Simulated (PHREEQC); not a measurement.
Solution (25 °C): 11 mmol/kgw CaCl2 and 93 mmol/kgw KCl. Closed to the air; pH follows from the charge balance.

The numbers come from PHREEQC with the ion-association model, phreeqc.dat.

No solid was allowed to form.

Question: Estimate the specific conductance, density.

Answer: specific conductance 13700 µS/cm; density 1.002 g/cm³.
